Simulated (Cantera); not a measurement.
A closed system holds: 1 mol CH₃F, 0.05 mol H₂, at 2223 K and 75.0 Torr.

Equilibrium computed with Cantera from the NASA thermochemical tables; the gas is ideal and each condensed phase is pure. Candidate condensed phases: C, C₆H₆, C₇H₈, C₈H₁₈; 95 gas species. Kinetics and transport are ignored.

Base state: H₂ 0.500, HF 0.484, H 0.0143, C₂H₂ (acetylene) 0.00145, F 1.29e-5 (mole fractions); condensed: C(graphite).

What changes in the equilibrium state with this change: CH₃F replaced by C₂F₆?


```tsv
species	before	after
CF₄	<1e-9	0.730
CF₂	1.66e-8	0.158
HF	0.484	0.0563
H₂	0.500	<1e-9
CF₃	<1e-9	0.0158
H	0.0143	5.40e-7
F	1.29e-5	0.0398
C₂H₂ (acetylene)	0.00145	<1e-9
C₂F₄	<1e-9	2.31e-5
CF	1.60e-7	0.000494
C(graphite), mol	0.994	0.395
```
The feed counts by its element totals alone. The tables' values for C₂F₄ are old estimates; treat these amounts as uncertain. Gases not in the tables: C₂F₆ and larger saturated fluorocarbons.

What changes in the equilibrium state with this change: temperature from 2223 K to 1150 K?


```csv
species,before,after
H₂,0.500,0.511
HF,0.484,0.488
CH₄,6.26e-6,0.000612
H,0.0143,1.69e-7
C₂H₂ (acetylene),0.00145,1.98e-8
F,1.29e-5,<1e-9
"C(graphite), mol",0.994,0.999
```

What changes in the equilibrium state with this change: pressure from 75.0 Torr to 1.00 Torr?


```
species            before     after
----------------  -------  --------
HF                  0.484     0.460
H₂                  0.500     0.425
H                  0.0143     0.114
F                 1.29e-5  0.000115
C₂H               1.53e-6   1.22e-5
C₂H₂ (acetylene)  0.00145   0.00123
C(graphite), mol    0.994     0.995
```
